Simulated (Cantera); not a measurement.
**Equilibrium for carbothermic reduction: Fe3O4 + CH4 + N2 + C**

Charge: 1 mol Fe3O4, 2 mol CH4, 0.3 mol N2, a varied amount of C, at 2100 K and 62.0 mbar.

Method: chemical equilibrium by Gibbs-energy minimisation in Cantera with the NASA 1993 tables (ideal gas, pure condensed phases). Candidate condensed phases: C, C6H6, C7H8, C8H18, Fe, Fe(CO)5, FeO, Fe(OH)2, Fe(OH)3, Fe2O3, Fe3O4, H2O; 140 gas species. Iron dissolves carbon and melts from about 1420 K in contact with it, which pure phases cannot show. Condensed phases not in the tables: cementite and carbon dissolved in iron. Rates play no part.

From 0.68 mol C to 1.5 mol C the condensed part is Fe(l). From 2.3 mol C to 7.6 mol C the condensed part is C(graphite) + Fe(l). The main Fe-bearing gas is Fe throughout.

```tsv
n(C) (mol)	log p CO	log p H2	log p H2O	log p N2	log p CO2	log p Fe	log p H	log p HCN	n Fe(l)	n C(graphite)
0.68	-1.67	-1.61	-2.01	-2.58	-2.77	-2.98	-3.31	-9.12	2.88	0
1	-1.63	-1.59	-2.16	-2.60	-2.89	-2.98	-3.30	-8.91	2.87	0
1.5	-1.58	-1.56	-2.49	-2.63	-3.20	-2.98	-3.29	-8.50	2.86	0
2.3	-1.53	-1.54	-7.17	-2.68	-7.86	-2.98	-3.28	-3.78	2.86	0.264
3.4	-1.53	-1.54	-7.17	-2.68	-7.86	-2.98	-3.28	-3.78	2.86	1.36
5.1	-1.53	-1.54	-7.17	-2.68	-7.86	-2.98	-3.28	-3.78	2.86	3.06
7.6	-1.53	-1.54	-7.17	-2.68	-7.86	-2.98	-3.28	-3.78	2.86	5.56
```
log p: log10 of the partial pressure in bar; n: condensed amount in mol.
